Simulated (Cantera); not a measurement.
What does this Cantera script print?

```python
import numpy as np
import cantera as ct

gas_names = """
    H H2 N NH NH2 NH3 N2 N2H2 N2H4 Si SiH SiH2 SiH3 SiH4 SiN Si2 Si2N Si3
""".split()
cond_names = """
    Si(cr) Si(L) Si3N4(a)
""".split()


# ... load() reads the species with a 1 bar reference pressure and builds the phases ...
atoms = {
    'Si3N4': {'Si': 3, 'N': 4},
    'Si': {'Si': 1},
    'H2': {'H': 2},
}
top_T = {'Si3N4(a)': 2400}  # K; cautious upper limits of use, not melting points


# ... equilibrate(T, P, feed) seeds the gas with the atoms and calls Mixture.equilibrate('TP', solver="vcs", rtol=1e-11, max_steps=5000) ...
results = []
feed = {'Si3N4': 1, 'Si': 0.013, 'H2': 0.15}  # mol
T = 1900  # K
P = 10000  # Pa
mix = equilibrate(T, P, feed)
results.append((T, P, feed, dict(zip(mix.species_names, mix.species_moles))))
print(gas.report(threshold=0.0001))
for i in range(1, mix.n_phases):
    print(f"{mix.phase(i).name:16s} {mix.phase_moles(i):12.5e} mol")
```

It prints:

```
       temperature   1900 K
          pressure   10000 Pa
           density   0.0080593 kg/m^3
  mean mol. weight   12.732 kg/kmol
   phase of matter   gas

                          1 kg             1 kmol
                     ---------------   ---------------
          enthalpy        4.0259e+06        5.1256e+07  J
   internal energy        2.7851e+06        3.5459e+07  J
           entropy             18672        2.3772e+05  J/K
    Gibbs function       -3.1451e+07       -4.0042e+08  J
 heat capacity c_p            2720.4             34636  J/K
 heat capacity c_v            2067.4             26321  J/K

                      mass frac. Y      mole frac. X     chem. pot. / RT
                     ---------------   ---------------   ---------------
                 H        0.00015207         0.0019208           -11.078
                H2          0.092769           0.58586           -22.156
                N2           0.90656           0.41201           -29.958
                Si        0.00027815        0.00012609           -5.5898
     [  +14 minor]        0.00024506        8.3633e-05

Si(L)             1.70905e-01 mol
Si3N4(a)          9.47346e-01 mol
```

Method: chemical equilibrium by Gibbs-energy minimisation in Cantera with the NASA 1993 tables (ideal gas, pure condensed phases). Mutual solubility and eutectic melting of coexisting phases are not modelled. Gases not in the tables: Si2H6 and higher silanes.
